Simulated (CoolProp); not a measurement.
Saturation properties of the fluoroketone C6F12O (FK-5-1-12).

Values from CoolProp's reference Helmholtz-energy equation of state, McLinden 2015.

```tsv
T (°C)	p (kPa)	liquid density (kg/m³)	vapour density (kg/m³)	enthalpy of vaporisation (kJ/kg)	liquid cp (kJ/(kg K))
65.05	171.0	1473	21.20	82.99	1.140
67.65	185.2	1464	22.92	82.15	1.143
70.35	200.8	1454	24.81	81.26	1.147
73.05	217.5	1445	26.84	80.35	1.150
75.65	234.4	1435	28.91	79.47	1.154
78.35	253.1	1425	31.21	78.54	1.158
80.95	272.2	1415	33.56	77.63	1.162
83.65	293.1	1405	36.16	76.66	1.167
86.35	315.3	1395	38.92	75.68	1.171
88.95	337.8	1384	41.75	74.71	1.176
91.65	362.4	1374	44.87	73.69	1.181
94.35	388.4	1363	48.19	72.64	1.186
```

It boils at 49.1 °C under 1 atm.
